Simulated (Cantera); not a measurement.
A Cantera script and what it prints.

```python
import numpy as np
import cantera as ct

gas_names = """
    Br Br2 H HBr H2 Si SiBr SiBr2 SiBr3 SiBr4 SiH SiHBr3 SiH2 SiH2Br2 SiH3 SiH3Br SiH4 Si2 Si3
""".split()
cond_names = """
    Br2(cr) Br2(L) Si(cr) Si(L)
""".split()


# ... load() reads the species with a 1 bar reference pressure and builds the phases ...
atoms = {
    'Si': {'Si': 1},
    'HBr': {'H': 1, 'Br': 1},
}
top_T = {}  # K; cautious upper limits of use, not melting points


# ... equilibrate(T, P, feed) seeds the gas with the atoms and calls Mixture.equilibrate('TP', solver="vcs", rtol=1e-11, max_steps=5000) ...
results = []
T = 975  # K
P = 250  # Pa
for m in [1.9, 2.2, 2.6, 3.1, 3.6, 4.3, 5.1, 6, 7.1, 8.4, 9.9]:
    feed = {'Si': 1, 'HBr': m}  # mol
    mix = equilibrate(T, P, feed)
    results.append((T, P, feed, dict(zip(mix.species_names, mix.species_moles))))
    x = sorted(zip(gas.X, gas.species_names), reverse=True)
    print(f"T = {T:g} K  P = {P:g} Pa  n(HBr) = {m:g} mol  gas = {mix.phase_moles(0):.4g} mol")
    print("   x: " + "  ".join(f"{s} {v:.3e}" for v, s in x if v > 1e-05))
    print("   condensed (mol): " + ("  ".join(f"{mix.phase(i).name} {mix.phase_moles(i):.4g}"
          for i in range(1, mix.n_phases) if mix.phase_moles(i) > 1e-12) or "none"))
```

It prints:

```
T = 975 K  P = 250 Pa  n(HBr) = 1.9 mol  gas = 1.463 mol
   x: H2 6.035e-01  SiBr4 2.898e-01  HBr 8.442e-02  SiBr2 1.194e-02  SiHBr3 6.826e-03  SiBr3 3.398e-03  SiH2Br2 7.582e-05
   condensed (mol): Si(cr) 0.5434
T = 975 K  P = 250 Pa  n(HBr) = 2.2 mol  gas = 1.694 mol
   x: H2 6.035e-01  SiBr4 2.898e-01  HBr 8.442e-02  SiBr2 1.194e-02  SiHBr3 6.826e-03  SiBr3 3.398e-03  SiH2Br2 7.582e-05
   condensed (mol): Si(cr) 0.4713
T = 975 K  P = 250 Pa  n(HBr) = 2.6 mol  gas = 2.002 mol
   x: H2 6.035e-01  SiBr4 2.898e-01  HBr 8.442e-02  SiBr2 1.194e-02  SiHBr3 6.826e-03  SiBr3 3.398e-03  SiH2Br2 7.582e-05
   condensed (mol): Si(cr) 0.3751
T = 975 K  P = 250 Pa  n(HBr) = 3.1 mol  gas = 2.388 mol
   x: H2 6.035e-01  SiBr4 2.898e-01  HBr 8.442e-02  SiBr2 1.194e-02  SiHBr3 6.826e-03  SiBr3 3.398e-03  SiH2Br2 7.582e-05
   condensed (mol): Si(cr) 0.2549
T = 975 K  P = 250 Pa  n(HBr) = 3.6 mol  gas = 2.773 mol
   x: H2 6.035e-01  SiBr4 2.898e-01  HBr 8.442e-02  SiBr2 1.194e-02  SiHBr3 6.826e-03  SiBr3 3.398e-03  SiH2Br2 7.582e-05
   condensed (mol): Si(cr) 0.1348
T = 975 K  P = 250 Pa  n(HBr) = 4.3 mol  gas = 3.326 mol
   x: H2 5.883e-01  SiBr4 2.864e-01  HBr 1.111e-01  SiBr2 6.644e-03  SiHBr3 4.998e-03  SiBr3 2.520e-03  SiH2Br2 4.113e-05
   condensed (mol): none
T = 975 K  P = 250 Pa  n(HBr) = 5.1 mol  gas = 4.105 mol
   x: H2 4.847e-01  HBr 2.717e-01  SiBr4 2.406e-01  SiHBr3 1.414e-03  SiBr3 7.856e-04  SiBr2 7.685e-04  Br 1.880e-05
   condensed (mol): none
T = 975 K  P = 250 Pa  n(HBr) = 6 mol  gas = 5.002 mol
   x: HBr 4.013e-01  H2 3.987e-01  SiBr4 1.986e-01  SiHBr3 6.502e-04  SiBr3 3.982e-04  SiBr2 2.392e-04  Br 3.061e-05
   condensed (mol): none
T = 975 K  P = 250 Pa  n(HBr) = 7.1 mol  gas = 6.101 mol
   x: HBr 5.088e-01  H2 3.272e-01  SiBr4 1.632e-01  SiHBr3 3.458e-04  SiBr3 2.338e-04  SiBr2 1.004e-04  Br 4.284e-05
   condensed (mol): none
T = 975 K  P = 250 Pa  n(HBr) = 8.4 mol  gas = 7.401 mol
   x: HBr 5.949e-01  H2 2.699e-01  SiBr4 1.347e-01  SiHBr3 2.014e-04  SiBr3 1.499e-04  Br 5.515e-05  SiBr2 4.998e-05
   condensed (mol): none
T = 975 K  P = 250 Pa  n(HBr) = 9.9 mol  gas = 8.901 mol
   x: HBr 6.631e-01  H2 2.245e-01  SiBr4 1.121e-01  SiHBr3 1.250e-04  SiBr3 1.021e-04  Br 6.740e-05  SiBr2 2.785e-05
   condensed (mol): none
```

These are equilibrium values from Cantera (NASA tables, ideal gas, pure condensed phases), not measurements of a reactor. The tables' values for SiBr3 are old estimates; treat these amounts as uncertain.
